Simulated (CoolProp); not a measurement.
Computed with CoolProp (reference Helmholtz-energy equation of state, Rui 2013).

### Question
For R236EA, give the phase and the cp (kJ/(kg K)) at 112.85 °C and 6 MPa; 91.85 °C and 0.0659 MPa.

### Answer
- 112.85 °C and 6 MPa: liquid; cp 1.46
- 91.85 °C and 0.0659 MPa: gas; cp 0.953
